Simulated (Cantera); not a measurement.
Cantera with NASA thermochemical tables; ideal gases at 1 bar, condensed phases pure. Values are per mole of reaction as written; species without (g) are pure solids or liquids, kept so even where they would boil at 1 bar.

Question: Between 498 and 898 K, where is each reaction favourable under standard conditions?
- 2 SF6(g) + Si = SiF4(g) + 2 SF4(g)

Answer: 
- 2 SF6(g) + Si = SiF4(g) + 2 SF4(g): ΔG° is -840 kJ at 498 K and -952 kJ at 898 K; it stays negative (K > 1). ΔH° is -704 kJ and ΔS° 277 J/K at 898 K.
